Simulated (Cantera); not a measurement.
# Low-pressure radical oxidation in H2/O2

An isothermal, constant-pressure homogeneous reactor starts with 1.38 % H2, 98.6 % O2, equivalence ratio 0.0070, at 973 K and 2.40 Torr.

Cantera simulation using GRI-Mech 3.0 (53 species, 325 reactions); the numbers are that mechanism's predictions, not measurements. Radical loss at walls, strong at low pressure, is not modelled.

```json
[
 {"t (s)": "0.000400", "x H2": "0.0138", "x O2": "0.986", "x H2O2": "<1e-12", "x H": "4.57e-12", "x H2O": "<1e-12", "x HO2": "5.94e-12", "x OH": "1.40e-12"},
 {"t (s)": "0.000815", "x H2": "0.0138", "x O2": "0.986", "x H2O2": "<1e-12", "x H": "7.70e-12", "x H2O": "<1e-12", "x HO2": "1.21e-11", "x OH": "4.67e-12"},
 {"t (s)": "0.00166", "x H2": "0.0138", "x O2": "0.986", "x H2O2": "<1e-12", "x H": "1.28e-11", "x H2O": "5.90e-12", "x HO2": "2.47e-11", "x OH": "1.38e-11"},
 {"t (s)": "0.00338", "x H2": "0.0138", "x O2": "0.986", "x H2O2": "<1e-12", "x H": "2.48e-11", "x H2O": "3.48e-11", "x HO2": "5.04e-11", "x OH": "3.94e-11"},
 {"t (s)": "0.00688", "x H2": "0.0138", "x O2": "0.986", "x H2O2": "<1e-12", "x H": "7.16e-11", "x H2O": "2.22e-10", "x HO2": "1.03e-10", "x OH": "1.39e-10"},
 {"t (s)": "0.0140", "x H2": "0.0138", "x O2": "0.986", "x H2O2": "<1e-12", "x H": "4.92e-10", "x H2O": "2.33e-9", "x HO2": "2.19e-10", "x OH": "1.03e-9"},
 {"t (s)": "0.0285", "x H2": "0.0138", "x O2": "0.986", "x H2O2": "<1e-12", "x H": "2.23e-8", "x H2O": "1.17e-7", "x HO2": "9.67e-10", "x OH": "4.73e-8"},
 {"t (s)": "0.0581", "x H2": "0.0135", "x O2": "0.986", "x H2O2": "4.40e-10", "x H": "5.15e-5", "x H2O": "0.000257", "x HO2": "6.25e-7", "x OH": "9.95e-5"},
 {"t (s)": "0.118", "x H2": "0.000319", "x O2": "0.976", "x H2O2": "1.32e-8", "x H": "0.00196", "x H2O": "0.0122", "x HO2": "1.01e-6", "x OH": "0.000695"},
 {"t (s)": "0.241", "x H2": "7.77e-5", "x O2": "0.977", "x H2O2": "5.64e-9", "x H": "0.00105", "x H2O": "0.0130", "x HO2": "7.56e-7", "x OH": "0.000407"},
 {"t (s)": "0.491", "x H2": "5.39e-5", "x O2": "0.980", "x H2O2": "5.62e-9", "x H": "0.000618", "x H2O": "0.0133", "x HO2": "6.67e-7", "x OH": "0.000339"},
 {"t (s)": "1.00", "x H2": "3.02e-5", "x O2": "0.983", "x H2O2": "5.68e-9", "x H": "0.000258", "x H2O": "0.0136", "x HO2": "5.35e-7", "x OH": "0.000253"}
]
```
x: mole fraction; the columns are a selection and need not sum to one.

Equilibrium at this temperature and pressure: H2 9.52e-12, O2 0.986, H2O2 1.54e-12, H <1e-12, H2O 0.0139, HO2 1.69e-10, OH 1.55e-7 (gas phase only).
